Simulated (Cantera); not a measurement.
**CaCO₃ + CO₂ + O₂ (calcination and drying)**

Feed: 1 mol CaCO₃, 0.14 mol CO₂, 0.018 mol O₂, equilibrated at 0.0220 bar.

Cantera equilibrium calculation (NASA polynomials, part measured and part estimated; ideal gas, pure solids and liquids). Candidate condensed phases: C, Ca, CaCO₃, CaO; 15 gas species. Kinetics and transport are ignored.

From 700 K to 950 K the condensed part is CaCO₃(calcite). From 1000 K to 1150 K the condensed part is CaO(s).

```tsv
T (K)	x CO₂	x O₂	x CO	x O	n CaCO₃(calcite)	n CaO(s)
700	0.886	0.114	<1e-12	<1e-12	1.00	0
750	0.886	0.114	<1e-12	<1e-12	1.00	0
800	0.886	0.114	<1e-12	<1e-12	1.00	0
850	0.886	0.114	2.66e-12	1.69e-12	1.00	0
900	0.886	0.114	2.46e-11	1.23e-11	1.00	0
950	0.886	0.114	1.80e-10	7.23e-11	1.00	0
1000	0.984	0.0155	3.24e-9	1.32e-10	0	1.00
1050	0.984	0.0155	1.63e-8	5.62e-10	0	1.00
1100	0.984	0.0155	7.11e-8	2.10e-9	0	1.00
1150	0.984	0.0155	2.72e-7	6.99e-9	0	1.00
```
x: gas mole fraction; n: condensed amount in mol.
